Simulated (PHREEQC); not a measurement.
Consider water at 30 °C with 160 mmol/kgw TMAH and 29 mmol/kgw NaAlO2. It is in equilibrium with CO2 at log p = -2 (atm). Otherwise closed; pH follows from the charge balance.

The numbers come from PHREEQC with the ion-association model, wateq4f.dat.

Task: The ionic strength comes out as 0.197 mol/kgw. What activity coefficients do Al(OH)4-, OH-, HCO3-, Na+, CO3-2 get?

Result: Al(OH)4- 0.73, OH- 0.71, HCO3- 0.74, Na+ 0.74, CO3-2 0.31.

This is a speciation only: nothing precipitates in the calculation. The solution is supersaturated, for example in Al(OH)3(a), Boehmite (slow to form), so a real one may precipitate; this is no full list. Complexes and solids missing from the database can't appear. (CH3)4N+ isn't in the database: it is added as a free cation with an ion size of 4 Å.
